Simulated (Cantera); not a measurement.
A perfectly stirred reactor is fed with CH4 : O2 : N2 = 1 : 2.78 : 24 (molar parts), equivalence ratio 0.72, at 34000 Pa; it is adiabatic with a 800 K inlet, and is followed from long to short residence time, starting on the burning branch (τ in s: 0.065, 0.027, 0.011, 0.0048, 0.002, 0.00085, 0.00036, 0.00015, 6.3e-05, 2.7e-05, 1.1e-05, 4.7e-06).

Cantera simulation using GRI-Mech 3.0 (53 species, 325 reactions); the numbers are that mechanism's predictions, not measurements.

Problem. Predict: blow-out, bracketed by the residence times tried; x(CH4) at τ = 65.0 ms; x(O2) at τ = 65.0 ms; x(CH3) at τ = 65.0 ms; x(CO2) at τ = 65.0 ms; x(CH2CO) at τ = 65.0 ms; x(CH4) at τ = 0.360 ms; x(O2) at τ = 0.360 ms.

Solution. 
```json
{
  "blow_out_bracketed_by_the_residence_times_tried": "burning at 0.850 ms, out at 0.360 ms",
  "x(CH4) at τ = 65.0 ms": "2.23e-5",
  "x(O2) at τ = 65.0 ms": "0.0285",
  "x(CH3) at τ = 65.0 ms": "2.97e-6",
  "x(CO2) at τ = 65.0 ms": "0.0346",
  "x(CH2CO) at τ = 65.0 ms": "1.71e-9",
  "x(CH4) at τ = 0.360 ms": "0.0360",
  "x(O2) at τ = 0.360 ms": "0.100"
}
```
